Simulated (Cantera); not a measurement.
Gas mixture: 27.9 % C₂H₆, 28.8 % C₂H₄, 43.3 % NH₃, at 7.50 Torr, frozen composition.

Cantera's kinetic-theory transport with the Lennard-Jones parameters of GRI-Mech 3.0, ideal gas; thermal conductivity in the mixture-averaged form. Polar gases are described roughly by these parameters. The composition is frozen, though it would react at the higher temperatures.

One state of this run: ρ (kg/m³) = 0.00174; cp (J/kg/K) = 4375; μ (µPa s) = 42.5; λ (mW/m/K) = 251; Pr = 0.741; D (cm²/s) NO = 350; D (cm²/s) O = 541; D (cm²/s) H₂O = 445. D: mixture-averaged diffusion coefficient of that species in the mixture.

**Question.** Which value of T (K) does it belong to?
A) 650
B) 900
C) 1650
D) 1150

**Answer.** C, 1650
